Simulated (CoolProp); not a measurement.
Properties of propane along the isotherm -22.55 °C.

Values from CoolProp's reference Helmholtz-energy equation of state, Lemmon 2009.

```
p (MPa)   phase  cp (kJ/(kg K))  Joule-Thomson coefficient (K/MPa)  isothermal compressibility (1/MPa)  conductivity (mW/(m K))  Prandtl number
-------  ------  --------------  ---------------------------------  ----------------------------------  -----------------------  --------------
1.33     liquid           2.337                            -0.3468                            0.002550                      119            3.16
2.66     liquid           2.327                                [?]                            0.002461                      120            3.17
3.99     liquid           2.317                                [?]                            0.002380                      121            3.17
5.31     liquid           2.308                            -0.3741                            0.002305                      122            3.18
6.64     liquid           2.300                            -0.3821                            0.002234                      123            3.19
7.97     liquid           2.292                            -0.3895                            0.002168                      124            3.20
9.3      liquid           2.285                            -0.3965                            0.002107                      125            3.21
10.6     liquid           2.279                            -0.4029                            0.002051                      126            3.22
12       liquid           2.272                            -0.4095                            0.001994                      127            3.23
13.3     liquid             [?]                            -0.4152                            0.001944                      128            3.24
14.6     liquid           2.260                            -0.4206                            0.001897                      129            3.25
15.9     liquid           2.255                            -0.4257                            0.001853                      130            3.26
17.3     liquid           2.250                            -0.4309                            0.001807                      131            3.27
18.6     liquid           2.245                            -0.4355                            0.001767                      131            3.28
19.9     liquid           2.240                                [?]                            0.001729                      132            3.29
21.3     liquid             [?]                            -0.4444                            0.001690                      133            3.30
```

Some entries are withheld; supply them.


- 2.66, Joule-Thomson coefficient (K/MPa): -0.3566
- 3.99, Joule-Thomson coefficient (K/MPa): -0.3657
- 13.3, cp (kJ/(kg K)): 2.266
- 19.9, Joule-Thomson coefficient (K/MPa): -0.4399
- 21.3, cp (kJ/(kg K)): 2.236

Viscosity comes from a separate model (Vogel 1998). Thermal conductivity comes from a separate model (Marsh 2002).
